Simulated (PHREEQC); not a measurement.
A solution holds 0.0088 mol/kgw SrCl2, 3.1e-05 mol/kgw Na2SO4 and 0.14 mol/kgw NaCl, at 35 °C. Closed to the air; pH follows from the charge balance.

The numbers come from PHREEQC with the ion-association model, phreeqc.dat.

Q: The ionic strength comes out as 0.167 mol/kgw. What activity coefficients do Cl-, Sr+2, Na+, NaSO4-, SO4-2 get?

A: Cl- 0.73, Sr+2 0.33, Na+ 0.75, NaSO4- 0.75, SO4-2 0.31.

This is a speciation only: nothing precipitates in the calculation. Species that the database lacks are ignored.
